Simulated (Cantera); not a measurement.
Charge: 1 mol SiHCl3, 1.4 mol HCl, 93 mol H2, held at 1.00 Torr.

Method: chemical equilibrium by Gibbs-energy minimisation in Cantera with the NASA 1993 tables (ideal gas, pure condensed phases). Candidate condensed phases: Si; 19 gas species. Gases not in the tables: Si2H6 and higher silanes. The numbers say what is thermodynamically allowed, not how fast it happens.

Task: Which condensed phases are stable at each of these points (T (K)): 1675, 1775, 1875, 1975, 2075, 2175, 2275, 2375?

Result: 
```csv
T (K),condensed phases,Si condensed (%)
1675,Si(s),49.1
1775,Si(l),38.0
1875,gas only,0.0
1975,gas only,0.0
2075,gas only,0.0
2175,gas only,0.0
2275,gas only,0.0
2375,gas only,0.0
```

At 1675 K the condensed part is Si(s). At 1775 K the condensed part is Si(l). From 1875 K to 2375 K nothing is condensed.
